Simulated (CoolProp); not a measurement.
Vapour-liquid equilibrium of n-hexane (1) + dimethyl carbonate (2) at 406.1 K; x and y are mole fractions of (1).

Values from CoolProp's multi-fluid Helmholtz-energy mixture model, Thol 2019 and Zhou 2011; pair parameters Bell 2016.

### Question
Give the bubble pressure and the first vapour's composition at x = 0.05, 0.2, 0.275. Is there an azeotrope?

### Answer
x = 0.05: 394.6 kPa, y = 0.178; x = 0.2: 500.2 kPa, y = 0.414; x = 0.275: 529.4 kPa, y = 0.474. y crosses x between x = 0.65 and 0.725: the model has an azeotrope there.

Pair parameters are fitted to limited data, so mixtures are less certain than the pure fluids.
